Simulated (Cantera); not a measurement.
Cantera run:

```python
import numpy as np
import cantera as ct

gas_names = """
    C CO CO2 C2 C2O C3 C3O2 C4 C5 Fe FeC5O5 FeO O O2 O3
""".split()
cond_names = """
    C(gr) Fe(a) Fe(c) Fe(d) Fe(L) FeC5O5(L) FeO(s) FeO(L) Fe2O3(s) Fe3O4(s)
""".split()


# ... load() reads the species with a 1 bar reference pressure and builds the phases ...
atoms = {
    'Fe2O3': {'Fe': 2, 'O': 3},
    'CO': {'C': 1, 'O': 1},
}
top_T = {'C(gr)': 4500, 'Fe2O3(s)': 1830, 'Fe3O4(s)': 1870}  # K; cautious upper limits of use, not melting points


# ... equilibrate(T, P, feed) seeds the gas with the atoms and calls Mixture.equilibrate('TP', solver="vcs", rtol=1e-11, max_steps=5000) ...
results = []
feed = {'Fe2O3': 1, 'CO': 1.1}  # mol
P = 4200  # Pa
for T in [1500, 1600, 1700, 1800, 1900, 2000, 2100, 2200, 2300]:
    mix = equilibrate(T, P, feed)
    results.append((T, P, feed, dict(zip(mix.species_names, mix.species_moles))))

top = {s: max(r[3][s] / sum(r[3][g] for g in gas_names) for r in results) for s in gas_names}
cols = sorted((s for s in top if top[s] > 0.0001), key=lambda s: -top[s])[:9]
seen = [c for c in cond_names if any(r[3].get(c, 0) > 1e-12 for r in results)]
print("log10 of partial pressures in bar; condensed amounts in mol")
print(f"{'T/K':>10s}" + "".join(f"{s[:9]:>10s}" for s in cols + seen))
for T, P, feed, n in results:
    ng = sum(n[g] for g in gas_names)
    print(f"{T:10.4g}" + "".join(f"{np.log10(max(n[s] / ng * P / 1e5, 1e-99)):10.3f}" for s in cols)
          + "".join(f"{n.get(c, 0):10.4g}" for c in seen))
```

Output:

```
log10 of partial pressures in bar; condensed amounts in mol
       T/K       CO2        CO        O2         O        Fe       FeO    FeO(s)    FeO(L)
      1500    -1.418    -2.418    -8.620    -9.702    -8.615    -9.602         2         0
      1600    -1.418    -2.418    -7.401    -8.539    -7.777    -8.523         2         0
      1700    -1.418    -2.418    -6.327    -7.513    -7.064    -7.600         0         2
      1800    -1.418    -2.417    -5.375    -6.602    -6.453    -6.805         0         2
      1900    -1.419    -2.412    -4.537    -5.794    -5.905    -6.098         0         2
      2000    -1.423    -2.387    -3.830    -5.090    -5.391    -5.467         0         2
      2100    -1.436    -2.320    -3.299    -4.506    -4.876    -4.899         0     1.999
      2200    -1.461    -2.216    -2.931    -4.034    -4.352    -4.386         0     1.998
      2300    -1.502    -2.101    -2.672    -3.640    -3.839    -3.921         0     1.993
```

Equilibrium computed with Cantera from the NASA thermochemical tables; the gas is ideal and each condensed phase is pure. The tables' stoichiometric FeO is somewhat more stable than real wüstite, so its field is too wide. FeO: taken at fixed stoichiometry.
